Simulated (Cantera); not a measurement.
Mixture: CO : H2 : CH4 : O2 : N2 = 1 : 0.062 : 0.035 : 0.334 : 1.26 (molar parts), at 10.0 bar, adiabatic and at constant pressure. Ignition delay is the time to a rise of 400 K.

Model: GRI-Mech 3.0 (53 species, 325 reactions), integrated in Cantera. Where the delays flatten at high temperature, the 400 K rule measures the pace of heat release, not the induction time.

Q: What does this change do: pressure from 10.0 bar to 0.410 bar?

A: 
```json
[
 {"quantity": "delay at 1200 K", "before": "83.3 µs", "after": "0.432 ms"},
 {"quantity": "delay at 1350 K", "before": "18.9 µs", "after": "0.244 ms"},
 {"quantity": "delay at 1500 K", "before": "7.53 µs", "after": "0.184 ms"},
 {"quantity": "delay at 1650 K", "before": "4.26 µs", "after": "0.177 ms"},
 {"quantity": "delay at 1800 K", "before": "2.93 µs", "after": "0.196 ms"}
]
```

Q: What does this change do: constant volume in place of constant pressure?

A: 
```tsv
quantity	before	after
delay at 1200 K	83.3 µs	74.6 µs
delay at 1350 K	18.9 µs	17.1 µs
delay at 1500 K	7.53 µs	6.85 µs
delay at 1650 K	4.26 µs	3.79 µs
delay at 1800 K	2.93 µs	2.52 µs
```

Q: What does this change do: H2 0.062 to 0.035 parts?

A: 
```csv
quantity,before,after
delay at 1200 K,83.3 µs,0.108 ms
delay at 1350 K,18.9 µs,25.7 µs
delay at 1500 K,7.53 µs,10.1 µs
delay at 1650 K,4.26 µs,5.58 µs
delay at 1800 K,2.93 µs,3.74 µs
```
